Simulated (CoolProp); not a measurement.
Vapour-liquid equilibrium of propane (1) + isohexane (2) at 0.0257 MPa; x and y are mole fractions of (1).

Values from CoolProp's multi-fluid Helmholtz-energy mixture model, Lemmon 2009 and Lemmon 2006; pair parameters Bell 2016.

```tsv
x	bubble temperature, mixture model (°C)	bubble temperature, Raoult's law (°C)	y, mixture model	y, Raoult's law
0.05	-6.7	-6.2	0.764	0.760
0.2	-39.0	-37.3	0.974	0.971
0.35	-50.8	-49.4	0.991	0.991
0.5	-57.4	-56.5	0.996	0.996
0.65	-61.9	-61.5	0.998	0.998
0.8	-65.4	-65.2	0.999	0.999
0.95	-68.2	-68.2	1.000	1.000
```

The largest gap from Raoult's law is -1.7 K in bubble temperature, at x = 0.2. No azeotrope shows between x = 0.05 and 0.95.

Pair parameters are fitted to limited data, so mixtures are less certain than the pure fluids.
